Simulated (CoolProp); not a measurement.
A single-stage vapour-compression cycle with the fluid: evaporating at 210.15 K (dew point), condensing at 245.15 K (bubble point), superheat 8 K, subcooling 0 K, compressor efficiency 0.75, no pressure losses. The same conditions are run with several fluids, on thermodynamics alone (safety and materials aside).

Model: reference Helmholtz-energy equation of state of each fluid (R407C: Lemmon 2003; R410A: Lemmon 2003; R115: Lemmon 2016; CH2F2 (R32): Tillner-Roth 1997; ethane: Bücker 2006; dimethyl ether: Wu 2011), in CoolProp. Blends and air are pseudo-pure fits.

Q: Rank R407C, R410A, R115, CH2F2 (R32), ethane, dimethyl ether by cooling COP, highest first.

A: dimethyl ether (3.93), R115 (3.86), R410A (3.83), CH2F2 (R32) (3.75), ethane (3.69), R407C (3.12)

| fluid | pressure ratio | discharge temperature (K) | refrigerating effect (kJ/kg) | volumetric capacity (kJ/m³) |
|---|---|---|---|---|
| R407C | 8.90 | 312.1 | 218 | 240 |
| R410A | 5.44 | 304.3 | 240 | 532 |
| R115 | 5.37 | 264.1 | 106 | 279 |
| CH2F2 (R32) | 5.41 | 334.5 | 344 | 554 |
| ethane | 3.36 | 289.2 | 369 | 2210 |
| dimethyl ether | 6.54 | 303.5 | 440 | 151 |
